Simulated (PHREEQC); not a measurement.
2.1 g of hydrous ferric oxide (600 m²/g; 0.2 weak and 0.005 strong sites per Fe, Dzombak-Morel constants, diffuse double layer) in 1 kg of water with 0.005 mol/kgw of an inert sodium salt and 0.00059 mol/kgw NaH2PO4, at 25 °C; the pH is set by adding NaOH or the inert anion's acid. Oxygen is held at 0.21 atm. No CO2 enters from the air. Nothing may precipitate in this run.

Equilibrium calculation in PHREEQC: ion-association model, wateq4f.dat.

```json
[
 {"pH": "3", "P sorbed (%)": "100.0", "surface charge σ (C/m²)": "0.256", "surface potential ψ (mV)": "199"},
 {"pH": "3.75", "P sorbed (%)": "100.0", "surface charge σ (C/m²)": "0.183", "surface potential ψ (mV)": "(withheld)"},
 {"pH": "4.12", "P sorbed (%)": "100.0", "surface charge σ (C/m²)": "0.145", "surface potential ψ (mV)": "176"},
 {"pH": "4.88", "P sorbed (%)": "100.0", "surface charge σ (C/m²)": "0.081", "surface potential ψ (mV)": "148"},
 {"pH": "5.25", "P sorbed (%)": "100.0", "surface charge σ (C/m²)": "0.058", "surface potential ψ (mV)": "131"},
 {"pH": "6", "P sorbed (%)": "100.0", "surface charge σ (C/m²)": "(withheld)", "surface potential ψ (mV)": "95"},
 {"pH": "6.75", "P sorbed (%)": "100.0", "surface charge σ (C/m²)": "0.011", "surface potential ψ (mV)": "55"},
 {"pH": "7.12", "P sorbed (%)": "100.0", "surface charge σ (C/m²)": "0.006", "surface potential ψ (mV)": "(withheld)"},
 {"pH": "7.88", "P sorbed (%)": "99.8", "surface charge σ (C/m²)": "-0.001", "surface potential ψ (mV)": "-9"},
 {"pH": "8.25", "P sorbed (%)": "98.9", "surface charge σ (C/m²)": "(withheld)", "surface potential ψ (mV)": "-29"},
 {"pH": "9", "P sorbed (%)": "82.3", "surface charge σ (C/m²)": "-0.015", "surface potential ψ (mV)": "-67"}
]
```

Q: Fill in the missing entries.

A: 
- 3.75, surface potential ψ (mV): 186
- 6, surface charge σ (C/m²): 0.028
- 7.12, surface potential ψ (mV): 34
- 8.25, surface charge σ (C/m²): -0.005

H3PO4, which wateq4f.dat lacks, is added to it with the constant of phreeqc.dat. The oxide is taken as insoluble; below pH 4 it would dissolve.
